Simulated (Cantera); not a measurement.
Input: 1 mol SiF₄, 0.048 mol C₃H₈, 460 mol H₂, at 1125 K and 1.33 mbar.

Method: chemical equilibrium by Gibbs-energy minimisation in Cantera with the NASA 1993 tables (ideal gas, pure condensed phases). Candidate condensed phases: C, C₆H₆, C₇H₈, C₈H₁₈, Si, SiC; 113 gas species. The tables' values for SiF₃ are old estimates; treat these amounts as uncertain. Equilibrium is a limit: real reactors are often held back by kinetics, nucleation or transport.

Base state: H₂ 0.997, SiF₄ 0.00194, HF 0.000733, CH₄ 3.83e-5, SiHF₃ 3.50e-5, SiF₃ 2.85e-5 (mole fractions); condensed: C(graphite) + SiC(s).

### Question
What changes in the equilibrium state with this change: pressure from 1.33 mbar to 3.60 mbar?

### Answer
```json
[
 {"species": "H₂", "before": "0.997", "after": "0.997"},
 {"species": "SiF₄", "before": "0.00194", "after": "0.00197"},
 {"species": "HF", "before": "0.000733", "after": "0.000575"},
 {"species": "CH₄", "before": "3.83e-5", "after": "0.000103"},
 {"species": "SiHF₃", "before": "3.50e-5", "after": "4.55e-5"},
 {"species": "SiF₃", "before": "2.85e-5", "after": "2.25e-5"},
 {"species": "C(graphite), mol", "before": "0.0493", "after": "0.0381"},
 {"species": "SiC(s), mol", "before": "0.0770", "after": "0.0582"}
]
```
